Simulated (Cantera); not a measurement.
A perfectly stirred reactor is fed with 1.09 % H2, 98.9 % O2, equivalence ratio 0.0055, at 13.5 Torr; it is held at 1050 K, and followed from long to short residence time.

Cantera simulation using GRI-Mech 3.0 (53 species, 325 reactions); the numbers are that mechanism's predictions, not measurements. Radical loss at walls, strong at low pressure, is not modelled.

Task: Predict: x(H2) at τ = 0.850 s; x(O2) at τ = 0.850 s; x(OH) at τ = 0.850 s; x(H2O2) at τ = 0.850 s; x(O) at τ = 0.850 s; x(H2) at τ = 71.0 ms; x(O2) at τ = 71.0 ms; x(OH) at τ = 71.0 ms; x(H2O2) at τ = 71.0 ms; x(O) at τ = 71.0 ms.

Result: 
```
Item                       Value
----------------------  --------
x(H2) at τ = 0.850 s    0.000119
x(O2) at τ = 0.850 s       0.988
x(OH) at τ = 0.850 s    0.000199
x(H2O2) at τ = 0.850 s   3.46e-8
x(O) at τ = 0.850 s     0.000912
x(H2) at τ = 71.0 ms    0.000492
x(O2) at τ = 71.0 ms       0.986
x(OH) at τ = 71.0 ms    0.000502
x(H2O2) at τ = 71.0 ms   6.66e-8
x(O) at τ = 71.0 ms      0.00300
```
